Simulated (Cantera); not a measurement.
A closed system holds: 1 mol C₂H₂, 0.31 mol CO₂, 0.15 mol H₂O, equilibrated at 2.10 bar.

These are equilibrium values from Cantera (NASA tables, ideal gas, pure condensed phases), not measurements of a reactor. Candidate condensed phases: C, C₆H₆, C₇H₈, C₈H₁₈, H₂O; 110 gas species. Kinetics and transport are ignored. All values below are at 2525 K.

Base state: H₂ 0.580, CO 0.398, H 0.0147, C₂H₂ (acetylene) 0.00696, CH₄ 0.000102, CH₃ 4.62e-5, C₄H₂ 3.46e-5, C₂H 1.34e-5 (mole fractions); condensed: C(graphite).

Q: What changes in the equilibrium state with this change: pressure from 2.10 bar to 0.0133 bar?

A: 
```csv
species,before,after
H₂,0.580,0.461
CO,0.398,0.368
H,0.0147,0.165
CH₄,0.000102,4.09e-7
H₂O,1.11e-5,5.17e-8
"C(graphite), mol",1.51,1.52
```
